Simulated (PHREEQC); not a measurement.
Reverse-osmosis permeate: an equilibrium model

A made-up water analysis in mg/kgw, 20 °C, pH 5.9, pe 1.3:

```csv
constituent,mg/kgw
Na,0.547
K,1.47
Ca,3.22
Mg,0.794
Cl,6.37
S(6) as SO4,1.67
Alkalinity as HCO3,4.87
F,0.0187
Mn(2),0.0435
N(-3) as NH4,0.00545
```

Valence states are taken as typed.

Equilibrium calculation in PHREEQC: ion-association model, phreeqc.dat.

```json
{
 "ionic_strength": "0.000423 mol/kgw",
 "charge_balance_error": "-1.0 %"
}
```

```tsv
species	molality	activity	log γ
CO2	0.000240	0.000240	0.000
Cl-	0.000180	0.000176	-0.010
HCO3-	8.10e-5	7.91e-5	-0.010
Ca+2	8.01e-5	7.30e-5	-0.040
K+	3.76e-5	3.67e-5	-0.010
Mg+2	3.25e-5	2.97e-5	-0.040
Na+	2.38e-5	2.32e-5	-0.010
SO4-2	1.71e-5	1.56e-5	-0.040
H+	1.29e-6	1.26e-6	-0.010
F-	9.81e-7	9.58e-7	-0.010
Mn+2	7.84e-7	7.15e-7	-0.040
NH4+	3.02e-7	2.95e-7	-0.010
CaSO4	1.95e-7	1.95e-7	0.000
```

No solid was allowed to form. Species that the database lacks are ignored.
